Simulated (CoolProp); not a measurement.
Vapour-liquid equilibrium of benzene (1) + n-dodecane (2) at 143.75 °C; x and y are mole fractions of (1).

Model: multi-fluid Helmholtz-energy mixture model, Thol 2012 and Lemmon 2004; pair parameters Bell 2016, in CoolProp.

Task: Give the bubble pressure and the first vapour's composition at x = 0.125, 0.425, 0.725. Is there an azeotrope?

Result: x = 0.125: 62.53 kPa, y = 0.823; x = 0.425: 211.7 kPa, y = 0.963; x = 0.725: 362.9 kPa, y = 0.988. No azeotrope shows between x = 0.05 and 0.95.

Pair parameters are fitted to limited data, so mixtures are less certain than the pure fluids.
